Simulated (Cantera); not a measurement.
Feed: 1 mol C, 1.2 mol NH3, 62 mol H2, equilibrated at 170000 Pa.

Method: chemical equilibrium by Gibbs-energy minimisation in Cantera with the NASA 1993 tables (ideal gas, pure condensed phases). Candidate condensed phases: C, C6H6, C7H8, C8H18; 92 gas species. Kinetics and transport are ignored.

Over these rows the condensed part is C(graphite). Partial pressures as log10 of bar:

| T (K) | 1000/T (1/K) | log p CH4 | log p H2 |
|---|---|---|---|
| 1323 | 0.7559 | -1.72 | 0.22 |
| 1473 | 0.6789 | -2.08 | 0.22 |
| 1623 | 0.6161 | -2.38 | 0.23 |
| 1773 | 0.5640 | ? | 0.23 |
| 1923 | 0.5200 | -2.83 | 0.23 |
| 2073 | 0.4824 | -3.00 | 0.22 |

### Question
Fit log p(CH4) = a + b·(1000/T) to the five rows, give the apparent enthalpy, and predict the row at 1773 K.

### Answer
Means: 1000/T = 0.6107, log p = -2.402. Sxy = 0.236649, Sxx = 0.0504508, so b = 4.69 and a = -2.402 − (4.69)×0.6107 = -5.27.
Apparent enthalpy: −19.145 × (4.69) = -90 kJ/mol. With the condensed phases at unit activity, C(graphite) + 2 H2(g) = CH4(g) links this pressure to the main gases: over the six rows their terms move log p by +0.00 in all, so the slope is close to that reaction's ΔH°. The five rows lie within 0.01 of the line.
Prediction at 1773 K: -5.27 + (4.69)×0.5640 = -2.62. The computed value is -2.62, 0.00 from the line.
